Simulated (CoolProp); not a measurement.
Vapour-liquid equilibrium of hydrogen sulfide (1) + n-butane (2) at 0.137 MPa; x and y are mole fractions of (1).

Model: multi-fluid Helmholtz-energy mixture model, Lemmon 2006 and Bücker 2006; pair parameters Kunz 2012, in CoolProp.

Question: Give the bubble temperature and the first vapour's composition at x = 0.35, 0.65, 0.8. Is there an azeotrope?

Answer: x = 0.35: 226.9 K, y = 0.932; x = 0.65: 222.6 K, y = 0.956; x = 0.8: 221.3 K, y = 0.965. No azeotrope shows between x = 0.05 and 0.95.

The pair parameters rest on a limited set of measurements; away from them the model extrapolates. With so large a gap from Raoult's law the liquid may split in two, which this calculation doesn't test in full.
